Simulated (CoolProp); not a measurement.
n-perfluorohexane along the isobar 0.954 MPa: density (kg/m³) from the reference equation and from simpler models built on Tc = 174.9 °C, pc = 1.742 MPa, ω = 0.497; each cubic takes its own stable root.

Computed with CoolProp (reference Helmholtz-energy equation of state, Gao 2022).

| T (°C) | phase | reference |
|---|---|---|
| 14.45 | liquid | 1710 |
| 30.75 | liquid | 1664 |
| 46.95 | liquid | 1615 |
| 63.15 | liquid | 1565 |
| 79.45 | liquid | 1510 |
| 95.65 | liquid | 1451 |
| 111.85 | liquid | 1384 |
| 128.15 | liquid | 1303 |
| 160.65 | gas | 122.6 |
| 176.85 | gas | 111.1 |

### Question
How far does each simpler model (van der Waals, Redlich-Kwong, Soave-Redlich-Kwong, Peng-Robinson) lie from the reference over these 10 states: mean and median of the absolute difference, and the worst?

### Answer
- van der Waals: mean 41.2 %, median 44.1 %, worst -89.7 % at 128.15 °C and 0.954 MPa
- Redlich-Kwong: mean 17.5 %, median 19.8 %, worst -26.6 % at 128.15 °C and 0.954 MPa
- Soave-Redlich-Kwong: mean 12.0 %, median 13.3 %, worst -18.6 % at 128.15 °C and 0.954 MPa
- Peng-Robinson: mean 3.0 %, median 2.1 %, worst -7.8 % at 128.15 °C and 0.954 MPa

At some of these states van der Waals gives the other phase, because its saturation line lies elsewhere.
